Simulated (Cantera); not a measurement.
An isothermal, constant-pressure homogeneous reactor starts with H2 : O2 : N2 = 0.056 : 1 : 4.5 (molar parts), at 1148 K and 2670 Pa. Integrator tolerance rtol = 1e-08.

Computed with Cantera and the H2/O2 subset of GRI-Mech 3.0, which has no nitrogen chemistry. Radical loss at walls, strong at low pressure, is not modelled.

Question: What does this change do: pressure from 2670 Pa to 170 Pa?

Answer: 
| quantity | before | after |
|---|---|---|
| x(H2) at 7.00 s | 4.12e-8 (gas-phase equilibrium 6.11e-10) | 0.000109 (gas-phase equilibrium 2.42e-9) |
| x(O2) at 7.00 s | 0.176 (gas-phase equilibrium 0.176) | 0.174 (gas-phase equilibrium 0.176) |
| x(O) at 7.00 s | 1.34e-6 (gas-phase equilibrium 2.05e-8) | 0.00387 (gas-phase equilibrium 8.13e-8) |
| x(OH) at 7.00 s | 8.74e-6 (gas-phase equilibrium 1.08e-6) | 0.000452 (gas-phase equilibrium 2.15e-6) |
| x(H2O2) at 7.00 s | 5.45e-10 (gas-phase equilibrium 1.02e-11) | 1.94e-9 (gas-phase equilibrium 2.58e-12) |
| x(HO2) at 7.00 s | 6.30e-9 (gas-phase equilibrium 8.25e-10) | 7.18e-8 (gas-phase equilibrium 4.14e-10) |
| x(H2O) at 7.00 s | 0.0101 (gas-phase equilibrium 0.0101) | 0.00933 (gas-phase equilibrium 0.0101) |
